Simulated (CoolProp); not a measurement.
Vapour-liquid equilibrium of R22 (1) + methanol (2) at 285.6 K; x and y are mole fractions of (1).

The numbers come from the multi-fluid Helmholtz-energy mixture model, Kamei 1995 and de Reuck 1993; pair parameters Bell 2016 in CoolProp.

| x | bubble pressure (kPa) | y at the bubble point | dew pressure at overall composition x (kPa) | liquid density (mol/L) |
|---|---|---|---|---|
| 0.05 | 69.92 | 0.881 | 9.022 | 24.29 |
| 0.15 | 177.8 | 0.956 | 10.08 | 23.10 |
| 0.25 | 268.7 | 0.972 | 11.41 | 21.96 |
| 0.35 | 345.6 | 0.980 | 13.14 | 20.87 |
| 0.45 | 411.3 | 0.984 | 15.51 | 19.82 |
| 0.55 | 469.0 | 0.987 | 18.92 | 18.81 |
| 0.65 | 521.8 | 0.990 | 24.27 | 17.81 |
| 0.75 | 573.4 | 0.992 | 33.84 | 16.82 |
| 0.85 | 628.7 | 0.995 | 55.89 | 15.84 |
| 0.95 | 693.7 | 0.998 | 159.7 | 14.83 |

No azeotrope shows between x = 0.05 and 0.95.

The pair parameters rest on a limited set of measurements; away from them the model extrapolates. With so large a gap from Raoult's law the liquid may split in two, which this calculation doesn't test in full.
